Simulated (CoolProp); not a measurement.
A single-stage vapour-compression cycle with R124: evaporating at 222.15 K (dew point), condensing at 259.15 K (bubble point), superheat 2 K, subcooling 2 K, compressor efficiency 0.6, no pressure losses. Each further row changes one setting.

Computed with CoolProp (reference Helmholtz-energy equation of state, de Vries 1995).

```json
[
 {"case": "as stated", "cooling COP": "3.19", "pressure ratio": "6.67", "discharge temperature (K)": "295.1", "refrigerating effect (kJ/kg)": "148", "volumetric capacity (kJ/m³)": "153"},
 {"case": "evaporating temperature 227.15 K", "cooling COP": "3.84", "pressure ratio": "4.94", "discharge temperature (K)": "289.4", "refrigerating effect (kJ/kg)": "151", "volumetric capacity (kJ/m³)": "206"},
 {"case": "condensing temperature 254.15 K", "cooling COP": "3.76", "pressure ratio": "5.36", "discharge temperature (K)": "286.9", "refrigerating effect (kJ/kg)": "154", "volumetric capacity (kJ/m³)": "158"},
 {"case": "subcooling 7 K", "cooling COP": "3.30", "pressure ratio": "6.67", "discharge temperature (K)": "295.1", "refrigerating effect (kJ/kg)": "154", "volumetric capacity (kJ/m³)": "158"},
 {"case": "superheat 12 K", "cooling COP": "3.18", "pressure ratio": "6.67", "discharge temperature (K)": "306.4", "refrigerating effect (kJ/kg)": "155", "volumetric capacity (kJ/m³)": "152"},
 {"case": "compressor efficiency 0.5", "cooling COP": "2.66", "pressure ratio": "6.67", "discharge temperature (K)": "307.6", "refrigerating effect (kJ/kg)": "148", "volumetric capacity (kJ/m³)": "153"}
]
```
